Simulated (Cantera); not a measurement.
Input (Python, Cantera):

```python
import numpy as np
import cantera as ct

gas = ct.Solution("h2o2.yaml")
gas.TPX = 1300, 1333, {'H2': 0.24, 'O2': 1}
reactor = ct.IdealGasConstPressureReactor(gas, energy="off", clone=False)
net = ct.ReactorNet([reactor])
net.rtol, net.atol = 1e-08, 1e-18
show = ['H2', 'O2', 'HO2', 'H2O2', 'H', 'OH']
times = np.geomspace(0.0002, 100, 15)

steps = ct.SolutionArray(gas, extra=["t"])
rows = []
print(f"{'t/s':>10s}{'T/K':>9s}{'P/Pa':>11s}" + "".join(f"{s:>11s}" for s in show))
for t in times:
    while net.time < t:
        t_next = net.step()
        steps.append(gas.state, t=t_next)
    rows.append([np.interp(t, steps.t, y) for y in (steps.T, steps.P, *steps(*show).X.T)])
    print(f"{t:10.3e}{rows[-1][0]:9.1f}{rows[-1][1]:11.4g}" + "".join(f"{x:11.3e}" for x in rows[-1][2:]))
rate = np.gradient(steps.T, steps.t)
print("integrator steps:", len(steps.t))
if steps.T.max() > steps.T[0] + 200:
    print(f"time of steepest temperature rise: {steps.t[rate.argmax()]:.4e} s")
gas.TPX = 1300, 1333, {'H2': 0.24, 'O2': 1}
gas.equilibrate("TP")
print(f"equilibrium (TP): T = {gas.T:.1f} K  " + "  ".join(f"{s} {gas[s].X[0]:.3e}" for s in show))
```

It prints:

```
       t/s      T/K       P/Pa         H2         O2        HO2       H2O2          H         OH
 2.000e-04   1300.0       1333  1.935e-01  8.064e-01  1.655e-07  5.684e-10  1.086e-06  5.374e-07
 5.106e-04   1300.0       1333  1.922e-01  8.057e-01  1.231e-06  5.128e-09  5.426e-04  2.703e-04
 1.304e-03   1300.0       1333  9.659e-03  6.881e-01  6.570e-06  2.561e-07  5.970e-02  1.344e-02
 3.328e-03   1300.0       1333  8.364e-03  6.980e-01  6.750e-06  2.598e-07  5.021e-02  1.268e-02
 8.498e-03   1300.0       1333  6.616e-03  7.215e-01  7.051e-06  2.887e-07  3.251e-02  1.145e-02
 2.170e-02   1300.0       1333  3.374e-03  7.556e-01  6.783e-06  3.015e-07  1.069e-02  8.344e-03
 5.539e-02   1300.0       1333  8.083e-04  7.782e-01  4.312e-06  2.101e-07  1.185e-03  4.126e-03
 1.414e-01   1300.0       1333  1.265e-04  7.841e-01  1.424e-06  9.275e-08  7.273e-05  1.640e-03
 3.611e-01   1300.0       1333  2.231e-05  7.853e-01  3.568e-07  3.559e-08  5.421e-06  6.916e-04
 9.218e-01   1300.0       1333  5.081e-06  7.855e-01  1.031e-07  1.371e-08  5.940e-07  3.312e-04
 2.354e+00   1300.0       1333  1.420e-06  7.856e-01  4.593e-08  5.424e-09  8.837e-08  1.755e-04
 6.009e+00   1300.0       1333  4.741e-07  7.857e-01  3.949e-08  2.337e-09  1.713e-08  1.016e-04
 1.534e+01   1300.0       1333  2.224e-07  7.857e-01  4.693e-08  1.360e-09  5.526e-09  6.959e-05
 3.917e+01   1300.0       1333  1.836e-07  7.857e-01  5.004e-08  1.205e-09  4.149e-09  6.321e-05
 1.000e+02   1300.0       1333  1.829e-07  7.857e-01  5.011e-08  1.202e-09  4.125e-09  6.309e-05
integrator steps: 2157
equilibrium (TP): T = 1300.0 K  H2 1.829e-07  O2 7.857e-01  HO2 5.011e-08  H2O2 1.202e-09  H 4.125e-09  OH 6.309e-05
```

Detailed kinetics in Cantera: the H2/O2 subset of GRI-Mech 3.0, which has no nitrogen chemistry. Radical loss at walls, strong at low pressure, is not modelled. The temperature is held fixed by assumption; the heat of reaction is taken as removed at once.
